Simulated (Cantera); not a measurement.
## Hydrocarbon pyrolysis for carbon deposition

A perfectly stirred reactor is fed with 1.59 % C2H6, 98.4 % N2, at 0.987 atm; it is held at 1200 K, and followed from long to short residence time.

Detailed kinetics in Cantera: GRI-Mech 3.0 (53 species, 325 reactions). GRI-Mech 3.0 stops at C3 and has no aromatics, soot or wall deposition, so with more carbon than oxygen in the feed, carbon stays in small species such as C2H2 where larger ones or solid carbon would form.

```tsv
τ (s)	x C2H6	x HCN	x H2	x CH3	x CH4	x C2H4
0.83	0.000628	3.64e-11	0.0208	1.92e-6	0.00217	0.00570
0.31	0.00127	4.02e-11	0.0186	2.75e-6	0.00193	0.00712
0.12	0.00256	4.51e-11	0.0154	4.09e-6	0.00161	0.00831
0.044	0.00530	4.87e-11	0.0110	6.32e-6	0.00112	0.00809
0.017	0.00923	4.74e-11	0.00642	8.87e-6	0.000593	0.00570
0.0063	0.0128	4.25e-11	0.00281	1.06e-5	0.000230	0.00274
0.0024	0.0147	3.43e-11	0.00106	1.06e-5	7.94e-5	0.00107
0.00090	0.0155	2.01e-11	0.000332	8.80e-6	2.33e-5	0.000339
```
x: mole fraction; the columns are a selection and need not sum to one.
